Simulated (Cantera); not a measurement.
A jet of H₂ : O₂ : N₂ = 0.017 : 0.18 : 0.79 (molar parts), equivalence ratio 0.047 at 300 K and 7100 Pa hits a platinum plate 7.6 cm away at a mass flux of 0.07 kg/m²/s; the plate temperature is set and raised in steps from an oxygen-covered start.

Computed with Cantera and Deutschmann's 1995 Pt surface mechanism with GRI-Mech 3.0 gas chemistry. Catalytic surfaces can have several steady states; this one follows from the mechanism file's or the stated starting coverage.

One state of this run: wall x H₂ = 0.00307; wall x O₂ = 0.167; wall x H₂O = 0.0277; wall x OH = <1e-8; θ free Pt = 0.0286; θ O* = 0.966; θ OH* = 0.00535. x: mole fraction at the wall; θ: surface coverage.

Problem. Which value of plate T (K) does it belong to?
A) 550
B) 800
C) 850
D) 750

Solution. A, 550
